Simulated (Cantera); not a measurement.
Transport properties of process gases

Gas mixture: 100 % C₂H₂, at 13300 Pa, frozen composition.

Cantera's kinetic-theory transport with the Lennard-Jones parameters of GRI-Mech 3.0, ideal gas; thermal conductivity in the mixture-averaged form. The composition is frozen, though it would react at the higher temperatures.

```tsv
T (K)	ρ (kg/m³)	cp (J/kg/K)	μ (µPa s)	λ (mW/m/K)	Pr	D (cm²/s) NH₃	D (cm²/s) NO	D (cm²/s) C₂H₂
400	0.104	1931	13.6	35.7	0.734	2.22	2.10	-822
650	0.0642	2288	20.1	62.4	0.736	5.55	4.89	-1980
900	0.0464	2526	25.5	87.7	0.734	10.0	8.51	-3510
1150	0.0363	2718	30.2	112	0.734	15.4	12.9	-5340
1400	0.0298	2870	34.5	135	0.734	21.6	17.9	-7460
1650	0.0253	2988	38.5	157	0.733	28.7	23.5	-9830
1900	0.0220	3079	42.2	178	0.732	36.4	29.7	-12500
```
D: mixture-averaged diffusion coefficient of that species in the mixture.
